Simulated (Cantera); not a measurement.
Ignition delay

Mixture: 13.0 % CO, 4.81 % H2, 1.56 % CH4, 17.1 % O2, 63.5 % N2, at 4.93 atm, adiabatic and at constant volume. Ignition delay is the time to a rise of 400 K.

Model: GRI-Mech 3.0 (53 species, 325 reactions), integrated in Cantera.

| T0 (K) | delay (ms) |
|---|---|
| 1225 | 0.0456 |
| 1300 | 0.0224 |
| 1375 | 0.0135 |
| 1450 | 0.00922 |
| 1525 | 0.00681 |

```yaml
apparent activation energy between 1375 and 1525 K: 80 kJ/mol
```
